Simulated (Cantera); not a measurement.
Cantera run:

```python
import numpy as np
import cantera as ct

gas_names = """
    B BH BH2 BH3 BN B2 H H2 N NH NH2 NH3 N2 N2H2 N2H4
""".split()
cond_names = """
    B(b) B(L) BN(s)
""".split()


# ... load() reads the species with a 1 bar reference pressure and builds the phases ...
atoms = {
    'B': {'B': 1},
    'NH3': {'N': 1, 'H': 3},
    'H2': {'H': 2},
    'N2': {'N': 2},
}
top_T = {'BN(s)': 3200}  # K; cautious upper limits of use, not melting points


# ... equilibrate(T, P, feed) seeds the gas with the atoms and calls Mixture.equilibrate('TP', solver="vcs", rtol=1e-11, max_steps=5000) ...
results = []
feed = {'B': 1, 'NH3': 0.1, 'H2': 0.14, 'N2': 16}  # mol
T = 2250  # K
for P in [10, 37, 140, 520, 1900, 7200, 27000, 100000]:
    mix = equilibrate(T, P, feed)
    results.append((T, P, feed, dict(zip(mix.species_names, mix.species_moles))))
    x = sorted(zip(gas.X, gas.species_names), reverse=True)
    print(f"T = {T:g} K  P = {P:g} Pa  gas = {mix.phase_moles(0):.4g} mol")
    print("   x: " + "  ".join(f"{s} {v:.3e}" for v, s in x if v > 1e-05))
    print("   condensed (mol): " + ("  ".join(f"{mix.phase(i).name} {mix.phase_moles(i):.4g}"
          for i in range(1, mix.n_phases) if mix.phase_moles(i) > 1e-12) or "none"))
```

Result:

```
T = 2250 K  P = 10 Pa  gas = 17.54 mol
   x: N2 9.148e-01  B 5.345e-02  H 2.981e-02  H2 1.612e-03  BN 3.130e-04  BH 2.170e-05
   condensed (mol): B(b) 0.05628
T = 2250 K  P = 37 Pa  gas = 16.8 mol
   x: N2 9.553e-01  H 2.566e-02  B 1.445e-02  H2 4.416e-03  BN 1.663e-04  BH 1.868e-05
   condensed (mol): B(b) 0.754
T = 2250 K  P = 140 Pa  gas = 16.55 mol
   x: N2 9.695e-01  H 1.819e-02  H2 8.401e-03  B 3.818e-03  BN 8.612e-05  BH2 1.402e-05  BH 1.324e-05
   condensed (mol): B(b) 0.9349
T = 2250 K  P = 520 Pa  gas = 15.95 mol
   x: N2 9.752e-01  H2 1.242e-02  H 1.148e-02  B 8.211e-04  BN 3.580e-05  BH2 1.656e-05
   condensed (mol): BN(s) 0.986
T = 2250 K  P = 1900 Pa  gas = 15.9 mol
   x: N2 9.783e-01  H2 1.494e-02  H 6.585e-03  B 1.174e-04  BH2 1.040e-05
   condensed (mol): BN(s) 0.9978
T = 2250 K  P = 7200 Pa  gas = 15.87 mol
   x: N2 9.799e-01  H2 1.649e-02  H 3.554e-03  B 1.590e-05
   condensed (mol): BN(s) 0.9996
T = 2250 K  P = 27000 Pa  gas = 15.86 mol
   x: N2 9.808e-01  H2 1.735e-02  H 1.882e-03
   condensed (mol): BN(s) 0.9999
T = 2250 K  P = 100000 Pa  gas = 15.85 mol
   x: N2 9.812e-01  H2 1.780e-02  H 9.909e-04
   condensed (mol): BN(s) 1
```

Cantera equilibrium calculation (NASA polynomials, part measured and part estimated; ideal gas, pure solids and liquids). The tables' values for BH2 are old estimates; treat these amounts as uncertain.
